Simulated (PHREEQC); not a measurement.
PHREEQC input (ion-association model, phreeqc.dat):

```
SOLUTION_SPECIES
  CO3-2 + 10 H+ + 8 e- = CH4 + 3 H2O  # shut off: no methane
    -log_k -100
    -delta_h 0
    -analytic -100
SOLUTION 1
  temp 25
  units mol/kgw
  pH 7 charge
  Cl 0.11
  K 0.11
  C(4) 0.02
  Na 0.02
END
SELECTED_OUTPUT 1
  -reset false
  -pH true
  -pe true
  -ionic_strength true
  -water true
  -totals C Cl K Na C(-4) C(4)
  -molalities H+ Na+ K+ Cl- CO3-2 OH- HCO3- CO2 (CO2)2 NaOH
    NaCO3- NaHCO3
  -saturation_indices Halite Sylvite
USER_PUNCH 1
  -headings p_CO2(g) phi_CO2(g) p_H2O(g) phi_H2O(g) density
  10 PUNCH PR_P("CO2(g)"), PR_PHI("CO2(g)"), PR_P("H2O(g)"), PR_PHI("H2O(g)"), RHO
PRINT
  -reset false
USE solution 1
REACTION_TEMPERATURE 1
  10
GAS_PHASE 1
  -fixed_pressure
  -pressure 1
  -temperature 10
  -volume 20
  CO2(g) 1
  H2O(g) 0
END
# ... the last block is repeated for the other 7 points of P (atm)
```

Selected output (columns that matter, 8 of 8 rows; P (atm) added in front):

```
P (atm)	pH	mu	C	Cl	K	Na	m_H+	si_Halite	si_Sylvite	p_CO2(g)	phi_CO2(g)	p_H2O(g)	phi_H2O(g)	density
1	5.9316	0.12989	0.071268	0.11002	0.11002	0.020004	1.4309e-06	-4.452	-2.9869	0.98764	0.99355	0.012357	0.98909	1.0068
2	5.6312	0.12989	0.12247	0.11002	0.11002	0.020004	2.8573e-06	-4.4522	-2.9871	1.9875	0.98711	0.012491	0.97839	1.0073
3	5.4576	0.12989	0.17296	0.11002	0.11002	0.020004	4.2616e-06	-4.4524	-2.9873	2.9874	0.9807	0.012627	0.96773	1.0079
5	5.2418	0.12989	0.27183	0.11002	0.11002	0.020004	7.0049e-06	-4.4528	-2.9877	4.9871	0.96792	0.012909	0.94651	1.0089
7.5	5.0738	0.1299	0.39147	0.11002	0.11002	0.020004	1.0314e-05	-4.4533	-2.9882	7.4867	0.95204	0.013276	0.9202	1.0102
10	4.9571	0.1299	0.50672	0.11002	0.11002	0.020004	1.3491e-05	-4.4538	-2.9887	9.9863	0.93627	0.013664	0.89409	1.0115
15	4.7979	0.12991	0.72412	0.11003	0.11003	0.020005	1.9465e-05	-4.4548	-2.9896	14.985	0.90501	0.014504	0.84244	1.0138
20	4.6901	0.12992	0.92416	0.11003	0.11003	0.020005	2.4946e-05	-4.4558	-2.9906	19.985	0.87409	0.015447	0.79137	1.016
```

At this temperature some constants are extrapolated from 25 °C, and those without enthalpy data are left unchanged.
